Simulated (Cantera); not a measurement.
**Halide evaporation, hydrolysis and transport: SrCl2 + O2 + N2**

Feed: 1 mol SrCl2, 0.58 mol O2, a varied amount of N2, at 980 Pa.

Equilibrium computed with Cantera from the NASA thermochemical tables; the gas is ideal and each condensed phase is pure. Candidate condensed phases: Sr, SrCl2, SrO; 16 gas species. Mutual solubility and eutectic melting of coexisting phases are not modelled. Condensed phases not in the tables: oxide chlorides. The numbers say what is thermodynamically allowed, not how fast it happens.

Task: Map the stable condensed phases over T = 1327, 1402, 1477, 1552, 1627, 1702, 1777, 1852, 1927 °C and n(N2) in mol = 0.37, 0.53, 0.76, 1.1, 1.5, 2.2, 3.1, 4.4.

Result: 
```
T in °C \ n(N2) in mol
         0.37 0.53 0.76  1.1  1.5  2.2  3.1  4.4
   1927     A    A    A    A    A    A    A    A
   1852     A    A    A    A    A    A    A    A
   1777     A    A    A    A    A    A    A    A
   1702     A    A    A    A    A    A    A    A
   1627     A    A    A    A    A    A    A    A
   1552     A    A    A    A    A    A    A    A
   1477     A    A    A    A    A    A    A    A
   1402     B    A    A    A    A    A    A    A
   1327     B    B    B    B    B    B    B    A
```
A: SrO; B: SrCl2 + SrO.
